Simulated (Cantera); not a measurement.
# Transport properties of process gases

Gas mixture: 100 % O₂, at 150000 Pa, frozen composition.

Cantera's kinetic-theory transport with the Lennard-Jones parameters of GRI-Mech 3.0, ideal gas; thermal conductivity in the mixture-averaged form.

```
T (K)  ρ (kg/m³)  cp (J/kg/K)  μ (µPa s)  λ (mW/m/K)     Pr  D (cm²/s) CH₄  D (cm²/s) CH₃  D (cm²/s) NO
-----  ---------  -----------  ---------  ----------  -----  -------------  -------------  ------------
400         1.44        941.4       25.6        33.9  0.713          0.255          0.256         0.229
500         1.15        971.4       30.0        41.1  0.709          0.375          0.377         0.336
600        0.962         1003       34.1        48.2  0.709          0.513          0.516         0.458
700        0.825         1031       37.8        55.0  0.709          0.667          0.671         0.595
800        0.722         1055       41.4        61.4  0.710          0.836          0.841         0.744
900        0.641         1074       44.7        67.6  0.710           1.02           1.03         0.907
```
D: mixture-averaged diffusion coefficient of that species in the mixture.
